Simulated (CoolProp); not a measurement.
R123 along the isobar 3.61 bar: density (kg/m³) from the reference equation and from simpler models built on Tc = 456.8 K, pc = 36.62 bar, ω = 0.282; each cubic takes its own stable root.

The numbers come from the reference Helmholtz-energy equation of state, Younglove 1994 in CoolProp. It is a modified Benedict-Webb-Rubin equation, recast in Helmholtz form.

```
T (K)   phase  reference  van der Waals  Redlich-Kwong  Soave-Redlich-Kwong  Peng-Robinson
-----  ------  ---------  -------------  -------------  -------------------  -------------
231.2  liquid       1625          964.3           1431                 1466           1649
243.4  liquid       1597          949.5           1406                 1445           1626
255.6  liquid       1569          934.0           1381                 1422           1602
267.8  liquid       1540          917.8           1354                 1398           1577
280.1  liquid       1510              …           1325                    …           1549
292.3  liquid       1480              …           1295                 1345           1520
304.5  liquid       1448          23.74           1263                    …           1488
316.8  liquid       1416          22.63           1229                 1285           1454
329    liquid       1382          21.64          22.20                 1251           1417
```

Task: Complete the blanks.

Result: 
- 280.1, van der Waals: 900.6
- 280.1, Soave-Redlich-Kwong: 1372
- 292.3, van der Waals: 24.96
- 304.5, Soave-Redlich-Kwong: 1316

At some of these states van der Waals, Redlich-Kwong gives the other phase, because its saturation line lies elsewhere.
